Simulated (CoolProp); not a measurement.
Values from CoolProp's reference Helmholtz-energy equation of state, Lemmon 2006. It is a short technical equation, of lower accuracy than the large ones.

**Question.** For carbonyl sulfide, give the phase and the density (kg/m³), cv (kJ/(kg K)), speed of sound (m/s) at 435 K and 2.47 MPa; 435 K and 8.86 MPa; 435 K and 16.8 MPa.

**Answer.** 
- 435 K and 2.47 MPa: gas; density 45.0, cv 0.664, speed of sound 255
- 435 K and 8.86 MPa: supercritical; density 234, cv 0.737, speed of sound 220
- 435 K and 16.8 MPa: supercritical; density 589, cv 0.750, speed of sound 315
